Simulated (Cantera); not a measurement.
A freely propagating, adiabatic, planar premixed flame of CH₄ : C₂H₆ : C₃H₈ : O₂ : N₂ = 1 : 0.026 : 0.41 : 4.17 : 15.7 (molar parts), equivalence ratio 0.99, unburnt at 400 K and 173 Torr; mixture-averaged transport, grid criteria slope 0.08 and curve 0.16, no radiation.

Detailed kinetics in Cantera: GRI-Mech 3.0 (53 species, 325 reactions). GRI-Mech 3.0 was tuned for natural gas; its chemistry of propane as a main component is partial and can be far from experiment. Burning velocities carry a grid error of a few per cent, more on coarse grids.

x: mole fraction of selected species; z is measured from the peak of heat release.

| z (mm) | T (K) | u (m/s) | x CH₄ | x C₂H₆ | x C₃H₈ | x NO | x H₂O | x H |
|---|---|---|---|---|---|---|---|---|
| -3.71 | 400 | 0.928 | 0.0469 | 0.00122 | 0.0192 | <1e-8 | 5.43e-6 | <1e-8 |
| -2.47 | 401 | 0.930 | 0.0468 | 0.00122 | 0.0192 | <1e-8 | 7.61e-5 | <1e-8 |
| -1.86 | 403 | 0.938 | 0.0466 | 0.00122 | 0.0192 | <1e-8 | 0.000419 | <1e-8 |
| -1.24 | 434 | 1.02 | 0.0456 | 0.00123 | 0.0190 | 4.00e-8 | 0.00392 | 4.89e-7 |
| -0.619 | (withheld) | 1.89 | (withheld) | (withheld) | (withheld) | (withheld) | (withheld) | (withheld) |
| -0.309 | 1216 | 2.98 | 0.0224 | 0.00167 | 0.00500 | 2.17e-6 | 0.0761 | 0.00126 |
| 0 | 1616 | 4.02 | 0.00678 | 0.000159 | 0.000159 | 4.84e-6 | 0.115 | 0.00488 |
| 0.309 | 1782 | 4.45 | 0.000769 | 1.09e-6 | 2.04e-7 | 8.40e-6 | 0.134 | 0.00939 |
| 0.619 | 1820 | 4.53 | 4.58e-5 | <1e-8 | <1e-8 | 1.09e-5 | 0.139 | 0.0122 |
| 1.24 | 1850 | 4.58 | 1.70e-7 | <1e-8 | <1e-8 | 1.31e-5 | 0.138 | 0.0139 |
| 2.47 | 1885 | 4.65 | <1e-8 | <1e-8 | <1e-8 | 1.57e-5 | 0.138 | 0.0135 |
| 4.95 | 1934 | 4.75 | <1e-8 | <1e-8 | <1e-8 | 2.02e-5 | 0.140 | 0.0114 |
| 9.90 | 1997 | 4.89 | <1e-8 | <1e-8 | <1e-8 | (withheld) | 0.145 | (withheld) |

**Question.** Fill in the missing entries.

**Answer.** 
- -0.619, T (K): 788
- -0.619, x CH₄: 0.0361
- -0.619, x C₂H₆: 0.00194
- -0.619, x C₃H₈: 0.0146
- -0.619, x NO: 7.89e-7
- -0.619, x H₂O: 0.0373
- -0.619, x H: 0.000179
- 9.90, x NO: 2.87e-5
- 9.90, x H: 0.00852
